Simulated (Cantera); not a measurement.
Feed: 1 mol SiH4, 0.92 mol Cl2, 11 mol H2, held at 0.160 bar.

Equilibrium computed with Cantera from the NASA thermochemical tables; the gas is ideal and each condensed phase is pure. Candidate condensed phases: Si; 19 gas species. The tables' values for SiCl3 are old estimates; treat these amounts as uncertain. Rates play no part. All values below are at 1000 K.

Base state: H2 0.953, SiCl4 0.0216, HCl 0.0127, SiHCl3 0.0114, SiH2Cl2 0.000648, SiCl3 0.000507, SiCl2 0.000289 (mole fractions); condensed: Si(s).

What changes in the equilibrium state with this change: Cl2 from 0.92 to 0.028 mol?


```tsv
species	before	after
H2	0.953	0.996
HCl	0.0127	0.00326
SiHCl3	0.0114	0.000183
SiCl4	0.0216	8.51e-5
SiCl3	0.000507	7.99e-6
SiCl2	0.000289	1.81e-5
SiH2Cl2	0.000648	4.26e-5
Si(s), mol	0.536	0.996
```
